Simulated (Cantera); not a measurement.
Cantera run, input and output.

```python
import numpy as np
import cantera as ct

gas = ct.Solution("h2o2.yaml")
gas.TPX = 1325, 130, {'H2': 0.13, 'O2': 1}
reactor = ct.IdealGasConstPressureReactor(gas, energy="off", clone=False)
net = ct.ReactorNet([reactor])
net.rtol, net.atol = 1e-08, 1e-18
show = ['H2', 'O2', 'HO2', 'OH', 'H2O']
times = np.geomspace(7e-05, 20, 9)

steps = ct.SolutionArray(gas, extra=["t"])
rows = []
print(f"{'t/s':>10s}{'T/K':>9s}{'P/Pa':>11s}" + "".join(f"{s:>11s}" for s in show))
for t in times:
    while net.time < t:
        t_next = net.step()
        steps.append(gas.state, t=t_next)
    rows.append([np.interp(t, steps.t, y) for y in (steps.T, steps.P, *steps(*show).X.T)])
    print(f"{t:10.3e}{rows[-1][0]:9.1f}{rows[-1][1]:11.4g}" + "".join(f"{x:11.3e}" for x in rows[-1][2:]))
rate = np.gradient(steps.T, steps.t)
print("integrator steps:", len(steps.t))
if steps.T.max() > steps.T[0] + 200:
    print(f"time of steepest temperature rise: {steps.t[rate.argmax()]:.4e} s")
gas.TPX = 1325, 130, {'H2': 0.13, 'O2': 1}
gas.equilibrate("TP")
print(f"equilibrium (TP): T = {gas.T:.1f} K  " + "  ".join(f"{s} {gas[s].X[0]:.3e}" for s in show))
```

Output:

```
       t/s      T/K       P/Pa         H2         O2        HO2         OH        H2O
 7.000e-05   1325.0        130  1.150e-01  8.850e-01  5.419e-09  5.702e-10  5.681e-11
 3.366e-04   1325.0        130  1.150e-01  8.850e-01  2.605e-08  9.169e-09  4.702e-09
 1.618e-03   1325.0        130  1.150e-01  8.850e-01  1.250e-07  2.132e-07  4.167e-07
 7.782e-03   1325.0        130  9.824e-02  8.736e-01  2.719e-07  4.381e-03  1.187e-02
 3.742e-02   1325.0        130  3.722e-03  8.013e-01  4.410e-07  9.709e-03  9.330e-02
 1.799e-01   1325.0        130  3.586e-03  8.050e-01  4.419e-07  9.552e-03  9.475e-02
 8.651e-01   1325.0        130  2.977e-03  8.201e-01  4.407e-07  8.784e-03  1.007e-01
 4.159e+00   1325.0        130  1.205e-03  8.562e-01  3.678e-07  5.710e-03  1.142e-01
 2.000e+01   1325.0        130  1.070e-04  8.756e-01  1.106e-07  1.720e-03  1.209e-01
integrator steps: 1073
equilibrium (TP): T = 1325.0 K  H2 4.877e-07  O2 8.779e-01  HO2 2.898e-08  OH 1.164e-04  H2O 1.220e-01
```

Cantera simulation using the H2/O2 subset of GRI-Mech 3.0, which has no nitrogen chemistry; the numbers are that mechanism's predictions, not measurements. Radical loss at walls, strong at low pressure, is not modelled. The temperature is held fixed by assumption; the heat of reaction is taken as removed at once.
